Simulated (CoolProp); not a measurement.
A single-stage vapour-compression cycle with dimethyl ether: evaporating at 287.15 K (dew point), condensing at 319.15 K (bubble point), superheat 0 K, subcooling 0 K, compressor efficiency 0.75, no pressure losses. Each further row changes one setting.

Computed with CoolProp (reference Helmholtz-energy equation of state, Wu 2011).

```
case                              cooling COP  pressure ratio  discharge temperature (K)  refrigerating effect (kJ/kg)  volumetric capacity (kJ/m³)
--------------------------------  -----------  --------------  -------------------------  ----------------------------  ---------------------------
as stated                                5.83            2.44                      334.2                           337                         3050
evaporating temperature 292.15 K            …            2.10                          …                             …                         3590
condensing temperature 314.15 K          7.08               …                      327.3                           350                         3160
subcooling 5 K                           6.06            2.44                      334.2                           350                         3160
superheat 10 K                           5.82            2.44                          …                             …                         3050
compressor efficiency 0.65                  …            2.44                          …                           337                         3050
```

Q: Some entries are withheld; supply them.

A: 
- evaporating temperature 292.15 K, cooling COP: 7.16
- evaporating temperature 292.15 K, discharge temperature (K): 331.5
- evaporating temperature 292.15 K, refrigerating effect (kJ/kg): 342
- condensing temperature 314.15 K, pressure ratio: 2.15
- superheat 10 K, discharge temperature (K): 344.7
- superheat 10 K, refrigerating effect (kJ/kg): 353
- compressor efficiency 0.65, cooling COP: 5.06
- compressor efficiency 0.65, discharge temperature (K): 339.1
